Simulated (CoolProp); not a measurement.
Properties of benzene along the isobar 192 bar.

The numbers come from the reference Helmholtz-energy equation of state, Thol 2012 in CoolProp.

| T (K) | phase | density (kg/m³) | Prandtl number | fugacity coefficient |
|---|---|---|---|---|
| 368.6 | liquid | 819.6 | 4.90 | 0.01442 |
| 391.5 | liquid | 796.8 | 4.39 | 0.02502 |
| 414.3 | liquid | 773.7 | 4.00 | 0.04007 |
| 437.2 | liquid | 750.0 | 3.68 | 0.06030 |
| 460 | liquid | 725.7 | 3.42 | 0.08585 |
| 482.9 | liquid | 700.6 | 3.20 | 0.1170 |
| 505.7 | liquid | 674.6 | 3.02 | 0.1531 |
| 528.6 | liquid | 647.4 | 2.85 | 0.1941 |
| 551.4 | liquid | 619.0 | 2.70 | 0.2389 |
| 574.3 | supercritical | 589.0 | 2.55 | 0.2869 |
| 597.1 | supercritical | 557.6 | 2.41 | 0.3367 |
| 620 | supercritical | 524.6 | 2.27 | 0.3878 |

Viscosity comes from a separate model (Avgeri 2014). Thermal conductivity comes from a separate model (Assael 2012).
